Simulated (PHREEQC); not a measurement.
Nickel, zinc or cadmium bath: speciation

A solution holds 0.0016 mol/kgw NiCl2, 3.3e-05 mol/kgw NaCl and 0.045 mol/kgw FeSO4, at 25 °C. Closed to the air; pH follows from the charge balance.

Model: ion-association model, wateq4f.dat, run in PHREEQC.

Precipitation was switched off in this run.

Estimate the pH, ionic strength.

pH 5.88; ionic strength 0.112 mol/kgw.

In which forms is S present?

SO4-2 59 %, FeSO4 39 %, NiSO4 1.4 % of the S.
